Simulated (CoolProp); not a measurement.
A single-stage vapour-compression cycle with isobutene: evaporating at 275.15 K (dew point), condensing at 316.15 K (bubble point), superheat 10 K, subcooling 2 K, compressor efficiency 0.85, no pressure losses. Each further row changes one setting.

Values from CoolProp's reference Helmholtz-energy equation of state, Lemmon 2005. It is a short technical equation, of lower accuracy than the large ones.

```
case                              cooling COP  pressure ratio  discharge temperature (K)  refrigerating effect (kJ/kg)  volumetric capacity (kJ/m³)
--------------------------------  -----------  --------------  -------------------------  ----------------------------  ---------------------------
as stated                                4.90            3.58                      330.3                           307                         1080
evaporating temperature 280.15 K         5.79            2.99                      329.3                           313                   (withheld)
condensing temperature 311.15 K    (withheld)            3.12                 (withheld)                           319                         1130
subcooling 7 K                           5.09            3.58                      330.3                           319                         1130
superheat 20 K                     (withheld)            3.58                 (withheld)                    (withheld)                         1100
compressor efficiency 0.75               4.32            3.58                      334.7                           307                         1080
```

Task: Complete the blanks.

Result: 
- evaporating temperature 280.15 K, volumetric capacity (kJ/m³): 1310
- condensing temperature 311.15 K, cooling COP: 5.72
- condensing temperature 311.15 K, discharge temperature (K): 325.2
- superheat 20 K, cooling COP: 4.95
- superheat 20 K, discharge temperature (K): 340.3
- superheat 20 K, refrigerating effect (kJ/kg): 323
